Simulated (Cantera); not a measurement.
**Moist CO burnout**

An isothermal, constant-pressure homogeneous reactor starts with 0.121 % CO, 1.68 % O2, 4.94 % H2O, 93.3 % N2, at 1475 K and 0.553 atm.

Detailed kinetics in Cantera: GRI-Mech 3.0 (53 species, 325 reactions).

| t (s) | x CO | x O2 | x H2O | x NO | x NO2 |
|---|---|---|---|---|---|
| 0.000800 | 0.00121 | 0.0168 | 0.0494 | <1e-12 | <1e-12 |
| 0.00246 | 0.00120 | 0.0168 | 0.0494 | 2.12e-12 | <1e-12 |
| 0.00759 | 0.000121 | 0.0162 | 0.0491 | 1.64e-8 | 1.29e-11 |
| 0.0234 | 2.07e-6 | 0.0162 | 0.0494 | 3.92e-8 | 6.38e-11 |
| 0.0721 | 1.99e-7 | 0.0162 | 0.0494 | 4.49e-8 | 6.04e-11 |
| 0.222 | 5.74e-8 | 0.0162 | 0.0494 | 4.72e-8 | 5.60e-11 |
| 0.684 | 4.30e-8 | 0.0162 | 0.0494 | 4.92e-8 | 5.90e-11 |
| 2.11 | 4.29e-8 | 0.0162 | 0.0494 | 5.48e-8 | 6.56e-11 |
| 6.49 | 4.29e-8 | 0.0162 | 0.0494 | 7.17e-8 | 8.59e-11 |
| 20.0 | 4.29e-8 | 0.0162 | 0.0494 | 1.24e-7 | 1.49e-10 |
x: mole fraction; the columns are a selection and need not sum to one.

Equilibrium at this temperature and pressure: CO 4.31e-8, O2 0.0160, H2O 0.0494, NO 0.000326, NO2 3.89e-7 (gas phase only).
